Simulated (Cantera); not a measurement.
Input (Python, Cantera):

```python
import numpy as np
import cantera as ct

gas = ct.Solution("gri30.yaml")
gas.TPX = 2000, 1333, {'C2H6': 1, 'H2': 2.7}
reactor = ct.IdealGasConstPressureReactor(gas, energy="off", clone=False)
net = ct.ReactorNet([reactor])
net.rtol, net.atol = 1e-08, 1e-18
show = ['C2H6', 'H2', 'CH4', 'C2H4', 'C2H2', 'CH2', 'H']
times = np.geomspace(1e-06, 90, 15)

steps = ct.SolutionArray(gas, extra=["t"])
rows = []
print(f"{'t/s':>10s}{'T/K':>9s}{'P/Pa':>11s}" + "".join(f"{s:>11s}" for s in show))
for t in times:
    while net.time < t:
        t_next = net.step()
        steps.append(gas.state, t=t_next)
    rows.append([np.interp(t, steps.t, y) for y in (steps.T, steps.P, *steps(*show).X.T)])
    print(f"{t:10.3e}{rows[-1][0]:9.1f}{rows[-1][1]:11.4g}" + "".join(f"{x:11.3e}" for x in rows[-1][2:]))
rate = np.gradient(steps.T, steps.t)
print("integrator steps:", len(steps.t))
if steps.T.max() > steps.T[0] + 200:
    print(f"time of steepest temperature rise: {steps.t[rate.argmax()]:.4e} s")
gas.TPX = 2000, 1333, {'C2H6': 1, 'H2': 2.7}
gas.equilibrate("TP")
print(f"equilibrium (TP): T = {gas.T:.1f} K  " + "  ".join(f"{s} {gas[s].X[0]:.3e}" for s in show))
```

Output:

```
       t/s      T/K       P/Pa       C2H6         H2        CH4       C2H4       C2H2        CH2          H
 1.000e-06   2000.0       1333  2.641e-01  7.261e-01  1.609e-04  1.913e-06  2.156e-10  2.053e-07  1.239e-04
 3.700e-06   2000.0       1333  2.473e-01  7.164e-01  2.041e-03  1.141e-04  4.744e-08  8.862e-06  1.028e-03
 1.369e-05   2000.0       1333  1.818e-01  6.869e-01  2.100e-02  5.533e-03  2.656e-05  1.516e-04  5.314e-03
 5.064e-05   2000.0       1333  3.247e-02  6.181e-01  1.239e-01  4.181e-02  6.240e-03  3.860e-04  1.613e-02
 1.873e-04   2000.0       1333  6.097e-04  6.561e-01  1.612e-01  2.772e-02  6.694e-02  2.139e-04  1.475e-02
 6.931e-04   2000.0       1333  1.749e-04  7.126e-01  1.300e-01  9.296e-03  1.133e-01  8.276e-05  7.625e-03
 2.564e-03   2000.0       1333  4.931e-05  7.510e-01  9.155e-02  2.652e-03  1.382e-01  3.677e-05  4.894e-03
 9.487e-03   2000.0       1333  1.308e-05  7.833e-01  4.960e-02  7.162e-04  1.559e-01  2.276e-05  4.636e-03
 3.510e-02   2000.0       1333  1.531e-06  8.078e-01  1.489e-02  1.058e-04  1.691e-01  1.450e-05  5.905e-03
 1.298e-01   2000.0       1333  3.898e-08  8.144e-01  1.862e-03  1.773e-05  1.738e-01  5.913e-06  9.475e-03
 4.804e-01   2000.0       1333  5.428e-10  8.129e-01  1.901e-04  1.277e-05  1.742e-01  1.159e-06  1.264e-02
 1.777e+00   2000.0       1333  7.687e-11  8.128e-01  6.614e-05  1.265e-05  1.742e-01  4.174e-07  1.279e-02
 6.575e+00   2000.0       1333  6.902e-11  8.128e-01  6.201e-05  1.264e-05  1.742e-01  3.916e-07  1.279e-02
 2.433e+01   2000.0       1333  6.902e-11  8.128e-01  6.201e-05  1.264e-05  1.742e-01  3.916e-07  1.279e-02
 9.000e+01   2000.0       1333  6.902e-11  8.128e-01  6.201e-05  1.264e-05  1.742e-01  3.916e-07  1.279e-02
integrator steps: 1675
equilibrium (TP): T = 2000.0 K  C2H6 6.922e-11  H2 8.128e-01  CH4 6.212e-05  C2H4 1.264e-05  C2H2 1.742e-01  CH2 3.923e-07  H 1.279e-02
```

Computed with Cantera and GRI-Mech 3.0 (53 species, 325 reactions). GRI-Mech 3.0 stops at C3 and has no aromatics, soot or wall deposition, so with more carbon than oxygen in the feed, carbon stays in small species such as C2H2 where larger ones or solid carbon would form. Radical loss at walls, strong at low pressure, is not modelled.
